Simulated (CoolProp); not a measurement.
Saturation properties of methane (Tc = -82.6 °C, pc = 45.99 bar, ω = 0.011).

Model: reference Helmholtz-energy equation of state, Setzmann 1991, in CoolProp.

```json
[
 {"T (°C)": "-161.25", "p (bar)": "1.033", "vapour density (kg/m³)": "1.849", "surface tension (mN/m)": "[?]", "liquid viscosity (µPa s)": "116"},
 {"T (°C)": "-155.75", "p (bar)": "1.586", "vapour density (kg/m³)": "2.742", "surface tension (mN/m)": "11.8", "liquid viscosity (µPa s)": "103"},
 {"T (°C)": "-150.25", "p (bar)": "2.339", "vapour density (kg/m³)": "3.926", "surface tension (mN/m)": "10.7", "liquid viscosity (µPa s)": "92.7"},
 {"T (°C)": "-144.85", "p (bar)": "3.312", "vapour density (kg/m³)": "5.428", "surface tension (mN/m)": "9.72", "liquid viscosity (µPa s)": "83.8"},
 {"T (°C)": "-139.35", "p (bar)": "4.584", "vapour density (kg/m³)": "7.369", "surface tension (mN/m)": "8.70", "liquid viscosity (µPa s)": "75.9"},
 {"T (°C)": "-133.85", "p (bar)": "6.183", "vapour density (kg/m³)": "9.802", "surface tension (mN/m)": "7.69", "liquid viscosity (µPa s)": "68.9"},
 {"T (°C)": "-128.35", "p (bar)": "8.153", "vapour density (kg/m³)": "12.82", "surface tension (mN/m)": "6.70", "liquid viscosity (µPa s)": "62.7"},
 {"T (°C)": "-122.95", "p (bar)": "[?]", "vapour density (kg/m³)": "16.48", "surface tension (mN/m)": "[?]", "liquid viscosity (µPa s)": "[?]"}
]
```

Problem. What belongs in the gaps?

Solution. 
- -161.25, surface tension (mN/m): 12.9
- -122.95, p (bar): 10.49
- -122.95, surface tension (mN/m): 5.75
- -122.95, liquid viscosity (µPa s): 57.2

It boils at -161.5 °C under 1 atm.

Viscosity comes from a separate model (Quiñones-Cisneros 2006). Surface tension comes from a separate correlation (Mulero 2012).
